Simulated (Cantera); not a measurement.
A closed system holds: 1 mol CF₄, a varied amount of H₂, held at 1925 °C and 0.00570 bar.

Method: chemical equilibrium by Gibbs-energy minimisation in Cantera with the NASA 1993 tables (ideal gas, pure condensed phases). Candidate condensed phases: C, C₆H₆, C₇H₈, C₈H₁₈; 95 gas species. Gases not in the tables: C₂F₆ and larger saturated fluorocarbons. Kinetics and transport are ignored.

**Question.** Which condensed phases are stable at each of these points (n(H₂) (mol)): 0.099, 0.14, 0.21, 0.31, 0.45, 0.66, 0.96, 1.4, 2, 3, 4.4, 6.4, 9.3?

**Answer.** 
```tsv
n(H₂) (mol)	condensed phases	C condensed (%)
0.099	gas only	0.0
0.14	gas only	0.0
0.21	gas only	0.0
0.31	gas only	0.0
0.45	C(graphite)	3.1
0.66	C(graphite)	16.0
0.96	C(graphite)	35.2
1.4	C(graphite)	64.6
2	C(graphite)	100.0
3	C(graphite)	99.5
4.4	C(graphite)	98.8
6.4	C(graphite)	97.9
9.3	C(graphite)	96.5
```

From 0.099 mol H₂ to 0.31 mol H₂ nothing is condensed. From 0.45 mol H₂ to 9.3 mol H₂ the condensed part is C(graphite).
